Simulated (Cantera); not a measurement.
Equilibrium for titanium nitride, carbide and oxide coatings: Ti(OiPr)₄ + H₂

Feed: 1 mol Ti(OiPr)₄, 120 mol H₂, equilibrated at 293 Torr.

Equilibrium computed with Cantera from the NASA thermochemical tables; the gas is ideal and each condensed phase is pure. Candidate condensed phases: C, C₆H₆, C₇H₈, C₈H₁₈, H₂O, Ti, TiC, TiO, TiO₂, Ti₂O₃, Ti₃O₅, Ti₄O₇; 113 gas species. The feed counts by its element totals alone. TiC: taken at fixed stoichiometry. The numbers say what is thermodynamically allowed, not how fast it happens.

From 1923 K to 2273 K the condensed part is C(graphite) + TiC(s).

| T (K) | x H₂ | x CO | x H | x C₂H₂ (acetylene) | x CH₄ | x CH₃ | x C₄H₂ | x C₂H₄ | n C(graphite) | n TiC(s) |
|---|---|---|---|---|---|---|---|---|---|---|
| 1923 | 0.969 | 0.0290 | 0.00148 | 0.000437 | 0.000192 | 5.89e-6 | 7.88e-8 | 1.74e-6 | 6.85 | 1.00 |
| 1973 | 0.968 | 0.0290 | 0.00213 | 0.000620 | 0.000167 | 7.28e-6 | 1.59e-7 | 1.84e-6 | 6.80 | 1.00 |
| 2023 | 0.967 | 0.0289 | 0.00299 | 0.000864 | 0.000146 | 8.89e-6 | 3.11e-7 | 1.93e-6 | 6.74 | 1.00 |
| 2073 | 0.966 | 0.0289 | 0.00414 | 0.00118 | 0.000128 | 1.07e-5 | 5.86e-7 | 2.03e-6 | 6.65 | 1.000 |
| 2123 | 0.964 | 0.0289 | 0.00564 | 0.00160 | 0.000113 | 1.29e-5 | 1.07e-6 | 2.12e-6 | 6.54 | 1.000 |
| 2173 | 0.961 | 0.0289 | 0.00758 | 0.00212 | 0.000101 | 1.52e-5 | 1.90e-6 | 2.20e-6 | 6.39 | 1.000 |
| 2223 | 0.958 | 0.0288 | 0.0100 | 0.00278 | 8.96e-5 | 1.79e-5 | 3.29e-6 | 2.28e-6 | 6.21 | 1.000 |
| 2273 | 0.954 | 0.0288 | 0.0131 | 0.00360 | 8.02e-5 | 2.09e-5 | 5.55e-6 | 2.36e-6 | 5.98 | 1.000 |
x: gas mole fraction; n: condensed amount in mol.
